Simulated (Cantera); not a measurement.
Cantera run:

```python
import numpy as np
import cantera as ct

gas_names = """
    CL CL2 H HCL H2 Si SiCL SiCL2 SiCL3 SiCL4 SiH SiHCL3 SiH2 SiH2CL2 SiH3 SiH3CL SiH4 Si2 Si3
""".split()
cond_names = """
    Si(cr) Si(L)
""".split()


# ... load() reads the species with a 1 bar reference pressure and builds the phases ...
atoms = {
    'SiCl4': {'Si': 1, 'CL': 4},
    'H2': {'H': 2},
}
top_T = {}  # K; cautious upper limits of use, not melting points


# ... equilibrate(T, P, feed) seeds the gas with the atoms and calls Mixture.equilibrate('TP', solver="vcs", rtol=1e-11, max_steps=5000) ...
results = []
feed = {'SiCl4': 1, 'H2': 360}  # mol
P = 100000  # Pa
for T in [900, 950, 1000, 1050, 1100, 1150, 1200, 1250, 1300, 1350, 1400]:
    mix = equilibrate(T, P, feed)
    results.append((T, P, feed, dict(zip(mix.species_names, mix.species_moles))))

top = {s: max(r[3][s] / sum(r[3][g] for g in gas_names) for r in results) for s in gas_names}
cols = sorted((s for s in top if top[s] > 0.0001), key=lambda s: -top[s])[:7]
seen = [c for c in cond_names if any(r[3].get(c, 0) > 1e-12 for r in results)]
print("log10 of partial pressures in bar; condensed amounts in mol")
print(f"{'T/K':>10s}" + "".join(f"{s[:9]:>10s}" for s in cols + seen))
for T, P, feed, n in results:
    ng = sum(n[g] for g in gas_names)
    print(f"{T:10.4g}" + "".join(f"{np.log10(max(n[s] / ng * P / 1e5, 1e-99)):10.3f}" for s in cols)
          + "".join(f"{n.get(c, 0):10.4g}" for c in seen))
```

It prints:

```
log10 of partial pressures in bar; condensed amounts in mol
       T/K        H2       HCL    SiHCL3     SiCL4   SiH2CL2     SiCL2    Si(cr)
       900    -0.002    -2.709    -2.822    -2.983    -3.684    -5.743         0
       950    -0.002    -2.635    -2.796    -3.090    -3.496    -5.084         0
      1000    -0.003    -2.460    -2.860    -3.165    -3.522    -4.687    0.1236
      1050    -0.003    -2.313    -2.952    -3.279    -3.569    -4.352    0.2733
      1100    -0.003    -2.196    -3.083    -3.444    -3.643    -4.080    0.4357
      1150    -0.004    -2.109    -3.262    -3.674    -3.750    -3.872    0.5883
      1200    -0.004    -2.052    -3.492    -3.974    -3.893    -3.726    0.7083
      1250    -0.004    -2.019    -3.763    -4.328    -4.063    -3.632     0.786
      1300    -0.005    -2.002    -4.052    -4.708    -4.247    -3.573    0.8288
      1350    -0.005    -1.994    -4.343    -5.090    -4.432    -3.534    0.8499
      1400    -0.005    -1.990    -4.624    -5.459    -4.611    -3.505    0.8593
```

Equilibrium computed with Cantera from the NASA thermochemical tables; the gas is ideal and each condensed phase is pure. The tables' values for SiCl3 are old estimates; treat these amounts as uncertain.
